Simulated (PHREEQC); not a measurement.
Dissolve 0.016 mol/kgw Li2SO4 and 0.05 mol/kgw NH4HSO4 at 25 °C. Closed to the air; pH follows from the charge balance.

The numbers come from PHREEQC with the ion-association model, phreeqc.dat.

Each row changes one thing in this solution. Precipitation was switched off in this run.

```tsv
case	pH	ionic strength (mol/kgw)	SO4-2 (mol/kgw)	HSO4- (mol/kgw)
as made	1.72	0.130	0.0321	0.0265
Li2SO4 from 0.016 to 0.0144 mol/kgw	…	0.127	0.0311	0.0262
temperature from 25 to 30 °C	1.74	0.129	0.0313	0.0276
NH4HSO4 left out	7.10	…	0.0150	6.57e-8
Li2SO4 left out	1.65	0.0943	0.0221	…
0.002 mol/kgw NaCl added	1.72	0.132	0.0321	0.0265
temperature from 25 to 5 °C	1.65	…	0.0351	…
```

Question: What belongs in the gaps?

Answer: 
- Li2SO4 from 0.016 to 0.0144 mol/kgw, pH: 1.71
- NH4HSO4 left out, ionic strength (mol/kgw): 0.0461
- Li2SO4 left out, HSO4- (mol/kgw): 0.0232
- temperature from 25 to 5 °C, ionic strength (mol/kgw): 0.136
- temperature from 25 to 5 °C, HSO4- (mol/kgw): 0.0228

Constants without temperature data keep their 25 °C values here.
